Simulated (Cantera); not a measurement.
Cantera run, input and output.

```python
import numpy as np
import cantera as ct

gas = ct.Solution("gri30.yaml")
gas.TPX = 1600, 81000, {'NO': 0.24, 'N2': 0.58}
reactor = ct.IdealGasConstPressureReactor(gas, energy="off", clone=False)
net = ct.ReactorNet([reactor])
net.rtol, net.atol = 1e-08, 1e-18
show = ['NO', 'NO2', 'N2O', 'O', 'N2', 'O2']
times = np.geomspace(2e-05, 7, 14)

steps = ct.SolutionArray(gas, extra=["t"])
rows = []
print(f"{'t/s':>10s}{'T/K':>9s}{'P/Pa':>11s}" + "".join(f"{s:>11s}" for s in show))
for t in times:
    while net.time < t:
        t_next = net.step()
        steps.append(gas.state, t=t_next)
    rows.append([np.interp(t, steps.t, y) for y in (steps.T, steps.P, *steps(*show).X.T)])
    print(f"{t:10.3e}{rows[-1][0]:9.1f}{rows[-1][1]:11.4g}" + "".join(f"{x:11.3e}" for x in rows[-1][2:]))
rate = np.gradient(steps.T, steps.t)
print("integrator steps:", len(steps.t))
if steps.T.max() > steps.T[0] + 200:
    print(f"time of steepest temperature rise: {steps.t[rate.argmax()]:.4e} s")
gas.TPX = 1600, 81000, {'NO': 0.24, 'N2': 0.58}
gas.equilibrate("TP")
print(f"equilibrium (TP): T = {gas.T:.1f} K  " + "  ".join(f"{s} {gas[s].X[0]:.3e}" for s in show))
```

Output:

```
       t/s      T/K       P/Pa         NO        NO2        N2O          O         N2         O2
 2.000e-05   1600.0    8.1e+04  2.927e-01  1.198e-08  4.273e-08  3.080e-08  7.073e-01  1.114e-11
 5.339e-05   1600.0    8.1e+04  2.927e-01  6.229e-08  1.139e-07  5.206e-08  7.073e-01  5.925e-11
 1.425e-04   1600.0    8.1e+04  2.927e-01  2.436e-07  3.033e-07  6.258e-08  7.073e-01  2.507e-10
 3.806e-04   1600.0    8.1e+04  2.927e-01  7.561e-07  8.031e-07  6.753e-08  7.073e-01  9.531e-10
 1.016e-03   1600.0    8.1e+04  2.927e-01  2.162e-06  2.098e-06  7.984e-08  7.073e-01  4.247e-09
 2.712e-03   1600.0    8.1e+04  2.927e-01  6.151e-06  5.292e-06  1.137e-07  7.073e-01  2.755e-08
 7.242e-03   1600.0    8.1e+04  2.926e-01  1.803e-05  1.220e-05  2.085e-07  7.073e-01  2.871e-07
 1.933e-02   1600.0    8.1e+04  2.926e-01  5.116e-05  2.289e-05  4.483e-07  7.074e-01  4.215e-06
 5.161e-02   1600.0    8.1e+04  2.924e-01  9.681e-05  3.020e-05  7.490e-07  7.074e-01  4.709e-05
 1.378e-01   1600.0    8.1e+04  2.920e-01  1.089e-04  3.098e-05  8.283e-07  7.076e-01  2.262e-04
 3.679e-01   1600.0    8.1e+04  2.910e-01  1.193e-04  3.076e-05  9.041e-07  7.081e-01  7.146e-04
 9.821e-01   1600.0    8.1e+04  2.884e-01  1.427e-04  3.018e-05  1.078e-06  7.094e-01  2.007e-03
 2.622e+00   1600.0    8.1e+04  2.816e-01  1.881e-04  2.872e-05  1.432e-06  7.128e-01  5.365e-03
 7.000e+00   1600.0    8.1e+04  2.648e-01  2.579e-04  2.532e-05  2.058e-06  7.212e-01  1.369e-02
integrator steps: 758
equilibrium (TP): T = 1600.0 K  NO 1.684e-03  NO2 5.064e-06  N2O 9.409e-08  O 6.185e-06  N2 8.528e-01  O2 1.455e-01
```

Model: GRI-Mech 3.0 (53 species, 325 reactions), integrated in Cantera.
